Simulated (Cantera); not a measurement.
Cantera run:

```python
import numpy as np
import cantera as ct

gas_names = """
    H HO2 H2 H2O H2O2 O OH O2 O3 Pb PbO Pb2
""".split()
cond_names = """
    H2O(s) H2O(L) Pb(cr) Pb(L) PbO(rd) PbO(yw) PbO(L) PbO2(s) Pb3O4(s)
""".split()


# ... load() reads the species with a 1 bar reference pressure and builds the phases ...
atoms = {
    'PbO': {'Pb': 1, 'O': 1},
    'H2': {'H': 2},
}
top_T = {'Pb3O4(s)': 820}  # K; cautious upper limits of use, not melting points


# ... equilibrate(T, P, feed) seeds the gas with the atoms and calls Mixture.equilibrate('TP', solver="vcs", rtol=1e-11, max_steps=5000) ...
results = []
T = 1073  # K
P = 133.322  # Pa
for m in [2, 4.1, 6.3, 8.4, 11, 13, 15, 17, 19, 21, 23]:
    feed = {'PbO': 1, 'H2': m}  # mol
    mix = equilibrate(T, P, feed)
    results.append((T, P, feed, dict(zip(mix.species_names, mix.species_moles))))

top = {s: max(r[3][s] / sum(r[3][g] for g in gas_names) for r in results) for s in gas_names}
cols = sorted((s for s in top if top[s] > 0.0001), key=lambda s: -top[s])[:6]
seen = [c for c in cond_names if any(r[3].get(c, 0) > 1e-12 for r in results)]
print("log10 of partial pressures in bar; condensed amounts in mol")
print(f"{'n(H2)':>10s}" + "".join(f"{s[:9]:>10s}" for s in cols + seen))
for T, P, feed, n in results:
    ng = sum(n[g] for g in gas_names)
    print(f"{feed['H2']:10.4g}" + "".join(f"{np.log10(max(n[s] / ng * P / 1e5, 1e-99)):10.3f}" for s in cols)
          + "".join(f"{n.get(c, 0):10.4g}" for c in seen))
```

Output:

```
log10 of partial pressures in bar; condensed amounts in mol
     n(H2)        H2       H2O        Pb     Pb(L)
         2    -3.201    -3.201    -4.136     0.884
       4.1    -3.021    -3.512    -4.136    0.7622
       6.3    -2.975    -3.699    -4.136    0.6346
       8.4    -2.955    -3.824    -4.136    0.5128
        11    -2.941    -3.941    -4.136     0.362
        13    -2.934    -4.014    -4.136     0.246
        15    -2.930    -4.076    -4.136      0.13
        17    -2.926    -4.130    -4.136   0.01403
        19    -2.921    -4.176    -4.176         0
        21    -2.916    -4.218    -4.218         0
        23    -2.913    -4.255    -4.255         0
```

These are equilibrium values from Cantera (NASA tables, ideal gas, pure condensed phases), not measurements of a reactor.
